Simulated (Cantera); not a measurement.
**Reactions in the system H-N-O-Zr**

Standard-state values (1 bar) from the NASA 1993 polynomials, evaluated with Cantera. Values are per mole of reaction as written; species without (g) are pure solids or liquids, kept so even where they would boil at 1 bar. ZrN: taken at fixed stoichiometry.

N₂(g) + 6 ZrN + 12 H₂O(g) → 6 ZrO₂(g) + 8 NH₃(g)

```json
[
 {"T (K)": "1175", "ΔH° (kJ)": "2944.3", "ΔS° (J/K)": "383.1", "ΔG° (kJ)": "2494.2", "log10 K": "-110.88"},
 {"T (K)": "1275", "ΔH° (kJ)": "2938.0", "ΔS° (J/K)": "378.0", "ΔG° (kJ)": "2456.1", "log10 K": "-100.62"},
 {"T (K)": "1375", "ΔH° (kJ)": "2931.4", "ΔS° (J/K)": "373.0", "ΔG° (kJ)": "2418.6", "log10 K": "-91.88"},
 {"T (K)": "1475", "ΔH° (kJ)": "2924.5", "ΔS° (J/K)": "368.1", "ΔG° (kJ)": "2381.5", "log10 K": "-84.34"},
 {"T (K)": "1575", "ΔH° (kJ)": "2917.1", "ΔS° (J/K)": "363.3", "ΔG° (kJ)": "2345.0", "log10 K": "-77.77"},
 {"T (K)": "1675", "ΔH° (kJ)": "2909.3", "ΔS° (J/K)": "358.5", "ΔG° (kJ)": "2308.9", "log10 K": "-72.00"},
 {"T (K)": "1775", "ΔH° (kJ)": "2901.1", "ΔS° (J/K)": "353.7", "ΔG° (kJ)": "2273.3", "log10 K": "-66.90"},
 {"T (K)": "1875", "ΔH° (kJ)": "2892.5", "ΔS° (J/K)": "349.0", "ΔG° (kJ)": "2238.1", "log10 K": "-62.35"},
 {"T (K)": "1975", "ΔH° (kJ)": "2883.3", "ΔS° (J/K)": "344.2", "ΔG° (kJ)": "2203.5", "log10 K": "-58.28"}
]
```
